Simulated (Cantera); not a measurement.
Input: 1 mol (CH₃)₂SiCl₂, a varied amount of H₂, at 2100 °C and 13.5 Torr.

These are equilibrium values from Cantera (NASA tables, ideal gas, pure condensed phases), not measurements of a reactor. Candidate condensed phases: C, C₆H₆, C₇H₈, C₈H₁₈, Si, SiC; 109 gas species. The feed counts by its element totals alone. Gases not in the tables: Si₂H₆ and higher silanes. Equilibrium is a limit: real reactors are often held back by kinetics, nucleation or transport.

### Question
Which condensed phases are stable at each of these points (n(H₂) (mol)): 3.6, 5.6, 8.8, 14, 21, 33, 52, 81, 130, 200, 310?

### Answer
```tsv
n(H₂) (mol)	condensed phases	Si condensed (%)
3.6	C(graphite) + SiC(s)	64.3
5.6	C(graphite) + SiC(s)	61.7
8.8	C(graphite) + SiC(s)	55.9
14	C(graphite) + SiC(s)	44.5
21	C(graphite) + SiC(s)	27.8
33	C(graphite)	0.0
52	C(graphite)	0.0
81	C(graphite)	0.0
130	C(graphite)	0.0
200	gas only	0.0
310	gas only	0.0
```

From 3.6 mol H₂ to 21 mol H₂ the condensed part is C(graphite) + SiC(s). From 33 mol H₂ to 130 mol H₂ the condensed part is C(graphite). From 200 mol H₂ to 310 mol H₂ nothing is condensed.
